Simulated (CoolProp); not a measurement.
Saturated liquid density (kg/m³) of normal hydrogen: the reference equation beside estimates from Tc = 33.1 K, pc = 1.296 MPa, ω = -0.219.

Model: reference Helmholtz-energy equation of state, Leachman 2009, in CoolProp.

| T (K) | reference | Soave-Redlich-Kwong | Peng-Robinson |
|---|---|---|---|
| 24.9 | 64.86 | 68.19 | 76.81 |
| 25.5 | 63.91 | 66.59 | 75.00 |
| 26.1 | 62.91 | 64.94 | 73.12 |
| 26.6 | 62.04 | 63.51 | 71.49 |
| 27.2 | 60.93 | 61.72 | 69.44 |
| 27.8 | 59.75 | 59.85 | 67.29 |
| 28.3 | 58.70 | 58.22 | 65.41 |
| 28.9 | 57.36 | 56.15 | 63.02 |
| 29.4 | 56.14 | 54.33 | 60.91 |
| 30 | 54.54 | 51.99 | 58.19 |
| 30.6 | 52.74 | 49.44 | 55.22 |
| 31.1 | 51.02 | 47.10 | 52.50 |
| 31.7 | 48.56 | 43.93 | 48.80 |
| 32.3 | 45.33 | 40.08 | 44.31 |

Absolute difference from the reference over all 14 rows, mean and median: Soave-Redlich-Kwong 4.4 and 3.7 %, Peng-Robinson 10.0 and 10.6 %.
